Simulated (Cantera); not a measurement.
A perfectly stirred reactor is fed with CH4 : O2 : N2 = 0.0084 : 0.05 : 1 (molar parts), equivalence ratio 0.34, at 0.580 bar; it is held at 1525 K, and followed from long to short residence time.

Computed with Cantera and GRI-Mech 3.0 (53 species, 325 reactions).

### Question
What does this change do: CH4 0.0084 to 0.017 parts?

### Answer
```tsv
quantity	before	after
x(CH4) at τ = 0.470 s	3.65e-6	5.10e-6
x(O2) at τ = 0.470 s	0.0313	0.0150
x(CH2) at τ = 0.470 s	4.69e-9	1.98e-8
x(H2O) at τ = 0.470 s	0.0158	0.0316
x(CH3) at τ = 0.470 s	3.91e-7	6.47e-7
x(CH4) at τ = 3.90 ms	5.94e-5	8.30e-5
x(O2) at τ = 3.90 ms	0.0318	0.0166
x(CH2) at τ = 3.90 ms	1.51e-7	3.76e-7
x(H2O) at τ = 3.90 ms	0.0149	0.0294
x(CH3) at τ = 3.90 ms	4.54e-6	8.02e-6
```
The temperature is held fixed by assumption; the heat of reaction is taken as removed at once.
